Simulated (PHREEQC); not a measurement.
0.41 g of hydrous ferric oxide (600 m²/g; 0.2 weak and 0.005 strong sites per Fe, Dzombak-Morel constants, diffuse double layer) in 1 kg of water with 0.3 mol/kgw of an inert sodium salt, at 25 °C; the pH is set by adding NaOH or the inert anion's acid. O2 is buffered at 0.21 atm. The system is closed to CO2. No solid was allowed to form.

Base run: PHREEQC, ion-association model, wateq4f.dat. Each further column changes one thing. The table gives surface charge σ (C/m²).

```
pH       base  background salt from 0.3 to 0.03 mol/kgw  oxide from 0.41 to 2 g/kgw  0.0019 mol/kgw ZnSO4 added
-----  ------  ----------------------------------------  --------------------------  --------------------------
3       0.368                                     0.350                       0.368                       0.148
3.67    0.359                                         …                       0.360                           …
4.33    0.331                                     0.233                       0.331                       0.144
5.67    0.191                                         …                       0.191                       0.118
6.33    0.121                                     0.056                       0.121                       0.105
7       0.066                                         …                       0.066                       0.122
7.67    0.024                                     0.009                       0.024                       0.147
8.33   -0.012                                    -0.005                      -0.012                       0.160
9.67   -0.101                                    -0.045                      -0.101                       0.064
10.33  -0.166                                    -0.082                      -0.166                       0.012
11     -0.244                                         …                      -0.244                           …
```

Some entries are withheld; supply them.


- 3.67, background salt from 0.3 to 0.03 mol/kgw: 0.305
- 3.67, 0.0019 mol/kgw ZnSO4 added: 0.146
- 5.67, background salt from 0.3 to 0.03 mol/kgw: 0.097
- 7, background salt from 0.3 to 0.03 mol/kgw: 0.028
- 11, background salt from 0.3 to 0.03 mol/kgw: -0.137
- 11, 0.0019 mol/kgw ZnSO4 added: -0.039

The oxide is taken as insoluble; below pH 4 it would dissolve. In at least one series the solution becomes supersaturated in solids that the run did not let form, among them Zn(OH)2-a, Zn4(OH)6SO4.
